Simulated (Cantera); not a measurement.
Mixture: C3H8 : O2 : N2 : CO2 = 1 : 6.1 : 22.9 : 7.1 (molar parts), at 16.8 atm, adiabatic and at constant pressure. Ignition delay is the time to a rise of 400 K.

Computed with Cantera and GRI-Mech 3.0 (53 species, 325 reactions). GRI-Mech 3.0 was tuned for natural gas; its chemistry of propane as a main component is partial and can be far from experiment. The pressure lies above the range GRI-Mech 3.0 was tuned for (to about 10 atm).

Q: What does this change do: CO2 7.1 to 20 parts?

A: 
```csv
quantity,before,after
delay at 1000 K,47.5 ms,61.8 ms
delay at 1075 K,11.6 ms,14.7 ms
delay at 1150 K,3.04 ms,3.80 ms
delay at 1225 K,0.844 ms,1.05 ms
delay at 1300 K,0.253 ms,0.318 ms
delay at 1375 K,84.5 µs,0.109 ms
delay at 1450 K,32.3 µs,42.7 µs
apparent activation energy between 1300 and 1450 K,210 kJ/mol,210 kJ/mol
```

Q: What does this change do: pressure from 16.8 atm to 22.7 atm?

A: 
```tsv
quantity	before	after
delay at 1000 K	47.5 ms	34.9 ms
delay at 1075 K	11.6 ms	8.59 ms
delay at 1150 K	3.04 ms	2.31 ms
delay at 1225 K	0.844 ms	0.665 ms
delay at 1300 K	0.253 ms	0.205 ms
delay at 1375 K	84.5 µs	70.2 µs
delay at 1450 K	32.3 µs	27.1 µs
apparent activation energy between 1300 and 1450 K	210 kJ/mol	210 kJ/mol
```

Q: What does this change do: pressure from 16.8 atm to 3.16 atm?

A: 
| quantity | before | after |
|---|---|---|
| delay at 1000 K | 47.5 ms | 0.262 s |
| delay at 1075 K | 11.6 ms | 53.8 ms |
| delay at 1150 K | 3.04 ms | 11.2 ms |
| delay at 1225 K | 0.844 ms | 2.54 ms |
| delay at 1300 K | 0.253 ms | 0.671 ms |
| delay at 1375 K | 84.5 µs | 0.212 ms |
| delay at 1450 K | 32.3 µs | 81.2 µs |
| apparent activation energy between 1300 and 1450 K | 210 kJ/mol | 220 kJ/mol |
